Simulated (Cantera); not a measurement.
Cantera run:

```python
import numpy as np
import cantera as ct

gas_names = """
    Cu Cu2 H H2 N NH NH2 NH3 N2 N2H2 N2H4
""".split()
cond_names = """
    Cu(cr) Cu(L)
""".split()


# ... load() reads the species with a 1 bar reference pressure and builds the phases ...
atoms = {
    'Cu': {'Cu': 1},
    'NH3': {'N': 1, 'H': 3},
    'H2': {'H': 2},
}
top_T = {}  # K; cautious upper limits of use, not melting points


# ... equilibrate(T, P, feed) seeds the gas with the atoms and calls Mixture.equilibrate('TP', solver="vcs", rtol=1e-11, max_steps=5000) ...
results = []
feed = {'Cu': 1, 'NH3': 9.4, 'H2': 9.9}  # mol
P = 3400  # Pa
for T in [673, 773, 873, 973, 1073, 1173, 1273, 1373, 1473, 1573, 1673, 1773, 1873, 1973]:
    mix = equilibrate(T, P, feed)
    results.append((T, P, feed, dict(zip(mix.species_names, mix.species_moles))))

top = {s: max(r[3][s] / sum(r[3][g] for g in gas_names) for r in results) for s in gas_names}
cols = sorted((s for s in top if top[s] > 0.001), key=lambda s: -top[s])[:5]
seen = [c for c in cond_names if any(r[3].get(c, 0) > 1e-12 for r in results)]
print("log10 of partial pressures in bar; condensed amounts in mol")
print(f"{'T/K':>10s}" + "".join(f"{s[:9]:>10s}" for s in cols + seen))
for T, P, feed, n in results:
    ng = sum(n[g] for g in gas_names)
    print(f"{T:10.4g}" + "".join(f"{np.log10(max(n[s] / ng * P / 1e5, 1e-99)):10.3f}" for s in cols)
          + "".join(f"{n.get(c, 0):10.4g}" for c in seen))
```

Result:

```
log10 of partial pressures in bar; condensed amounts in mol
       T/K        H2        N2        Cu         H    Cu(cr)     Cu(L)
       673    -1.546    -2.254   -19.303   -15.030         1         0
       773    -1.546    -2.254   -15.936   -12.815         1         0
       873    -1.546    -2.254   -13.344   -11.103         1         0
       973    -1.546    -2.254   -11.290    -9.739         1         0
      1073    -1.546    -2.254    -9.623    -8.627         1         0
      1173    -1.546    -2.254    -8.243    -7.702         1         0
      1273    -1.546    -2.254    -7.084    -6.920    0.9999         0
      1373    -1.546    -2.254    -6.102    -6.251         0    0.9993
      1473    -1.546    -2.254    -5.286    -5.671         0    0.9956
      1573    -1.547    -2.255    -4.577    -5.164         0    0.9776
      1673    -1.548    -2.256    -3.954    -4.717         0    0.9057
      1773    -1.552    -2.260    -3.404    -4.322         0    0.6618
      1873    -1.563    -2.270    -2.944    -3.971         0         0
      1973    -1.564    -2.271    -2.944    -3.652         0         0
```

Cantera equilibrium calculation (NASA polynomials, part measured and part estimated; ideal gas, pure solids and liquids).
